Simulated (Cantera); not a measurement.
Feed: 1 mol c-C4F8, 0.22 mol F2, 2.4 mol H2, 0.062 mol CH4, at 1652 °C and 133 Pa.

Cantera equilibrium calculation (NASA polynomials, part measured and part estimated; ideal gas, pure solids and liquids). Candidate condensed phases: C, C6H6, C7H8, C8H18; 95 gas species. The feed counts by its element totals alone. Gases not in the tables: C2F6 and larger saturated fluorocarbons. The numbers say what is thermodynamically allowed, not how fast it happens.

Base state: HF 0.807, CF4 0.0984, CF2 0.0502, F 0.0431, CF3 0.00158, CF 0.000136 (mole fractions); condensed: C(graphite).

Problem. What changes in the equilibrium state with this change: CH4 from 0.062 to 1.6 mol?

Solution. 
| species | before | after |
|---|---|---|
| HF | 0.807 | 0.855 |
| H2 | 2.15e-8 | 0.135 |
| H | 3.84e-6 | 0.00962 |
| CF4 | 0.0984 | <1e-9 |
| CF2 | 0.0502 | 8.99e-9 |
| F | 0.0431 | 1.83e-5 |
| CF3 | 0.00158 | <1e-9 |
| C2H2 (acetylene) | <1e-9 | 6.18e-5 |
| CF | 0.000136 | 5.76e-8 |
| C(graphite), mol | 3.12 | 5.60 |
